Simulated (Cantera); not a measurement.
A perfectly stirred reactor is fed with CH₄ : O₂ : N₂ : H₂O = 1 : 2.25 : 8.45 : 3.1 (molar parts), equivalence ratio 0.89, at 5.00 bar; it is adiabatic with a 575 K inlet, and is followed from long to short residence time, starting on the burning branch (τ in s: 0.22, 0.086, 0.034, 0.013, 0.0053, 0.0021, 0.00084, 0.00033, 0.00013, 5.2e-05, 2.1e-05).

Cantera simulation using GRI-Mech 3.0 (53 species, 325 reactions); the numbers are that mechanism's predictions, not measurements.

**Question.** Predict: blow-out, bracketed by the residence times tried; x(CH₄) at τ = 0.220 s; x(O₂) at τ = 0.220 s; x(H₂O) at τ = 0.220 s; x(OH) at τ = 0.220 s; x(CH₄) at τ = 2.10 ms; x(O₂) at τ = 2.10 ms; x(H₂O) at τ = 2.10 ms; x(OH) at τ = 2.10 ms; x(C₂H₄) at τ = 2.10 ms.

**Answer.** 
| Item | Value |
|---|---|
| blow-out, bracketed by the residence times tried | burning at 0.330 ms, out at 0.130 ms |
| x(CH₄) at τ = 0.220 s | 1.83e-6 |
| x(O₂) at τ = 0.220 s | 0.0168 |
| x(H₂O) at τ = 0.220 s | 0.344 |
| x(OH) at τ = 0.220 s | 0.00114 |
| x(CH₄) at τ = 2.10 ms | 7.33e-5 |
| x(O₂) at τ = 2.10 ms | 0.0185 |
| x(H₂O) at τ = 2.10 ms | 0.341 |
| x(OH) at τ = 2.10 ms | 0.00215 |
| x(C₂H₄) at τ = 2.10 ms | 1.54e-7 |
